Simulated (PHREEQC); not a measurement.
Solution (25 °C): 2.6 mmol/kgw H3AsO4, 5.7 mmol/kgw NaOH and 3.6 mmol/kgw FeCl3. Closed to the air; pH follows from the charge balance.

Computed with PHREEQC (ion-association model, wateq4f.dat).

```tsv
quantity	before	after
pH	3.21	11.76
ionic strength (mol/kgw)	0.0184	0.0350
H2AsO4- (mol/kgw)	0.00235	9.47e-9
HAsO4-2 (mol/kgw)	3.98e-7	0.000638
```

**Question.** What was changed between the two runs?
(A) FeCl3 replaced by CsCl at the same molality
(B) NaOH from 0.0057 to 0.0285 mol/kgw
(C) temperature from 25 to 5 °C
(D) FeCl3 from 0.0036 to 0.0072 mol/kgw
(E) temperature from 25 to 90 °C

**Answer.** B, NaOH from 0.0057 to 0.0285 mol/kgw

Precipitation was switched off in this run. Some of these states are supersaturated (in Fe(OH)3(a), Scorodite, Hematite (slow to form), for instance). The database's scorodite may be far more soluble than the real mineral, and it has no iron arsenate complexes; the constant wasn't checked at its source.
